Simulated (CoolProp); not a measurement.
n-heptane along the isobar 2.4 MPa: fugacity coefficient from the reference equation and from simpler models built on Tc = 268.1 °C, pc = 2.774 MPa, ω = 0.349; each cubic takes its own stable root.

Values from CoolProp's reference Helmholtz-energy equation of state, Span 2003. It is a short technical equation, of lower accuracy than the large ones.

| T (°C) | phase | reference |
|---|---|---|
| 134.95 | liquid | 0.1118 |
| 147.25 | liquid | 0.1445 |
| 159.55 | liquid | 0.1829 |
| 171.85 | liquid | 0.2272 |
| 184.15 | liquid | 0.2774 |
| 196.45 | liquid | 0.3334 |
| 208.75 | liquid | 0.3946 |
| 221.05 | liquid | 0.4606 |
| 233.35 | liquid | 0.5304 |
| 245.65 | liquid | 0.6025 |
| 270.25 | gas | 0.7049 |
| 282.45 | gas | 0.7305 |

Problem. How far does each simpler model (Redlich-Kwong, Soave-Redlich-Kwong) lie from the reference over these 12 states: mean and median of the absolute difference, and the worst?

Solution. 
- Redlich-Kwong: mean 26.2 %, median 22.8 %, worst +63.1 % at 134.95 °C and 2.4 MPa
- Soave-Redlich-Kwong: mean 3.4 %, median 3.7 %, worst +4.2 % at 208.75 °C and 2.4 MPa
